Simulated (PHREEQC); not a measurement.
0.54 g of hydrous ferric oxide (600 m²/g; 0.2 weak and 0.005 strong sites per Fe, Dzombak-Morel constants, diffuse double layer) in 1 kg of water with 0.005 mol/kgw of an inert sodium salt and 0.00057 mol ZnCl2, at 25 °C; the pH is set by adding NaOH or the inert anion's acid. Oxygen alone is held at its pressure in air (log pO2 = -0.68). No CO2 enters from the air. Precipitation was switched off in this run.

The series has 13 steps of pH, from 4 to 10.

Equilibrium calculation in PHREEQC: ion-association model, wateq4f.dat.

**Question.** Near which pH is half of the Zn sorbed, and on which side is more sorbed?

**Answer.** Near pH 6.9, with more sorbed at higher pH.

**Question.** At which pH does the surface charge pass through zero?

**Answer.** Near pH 9.5.

Along this series the solution becomes supersaturated in solids that the run did not let form, among them Zn(OH)2-e. Species that the database lacks are ignored.
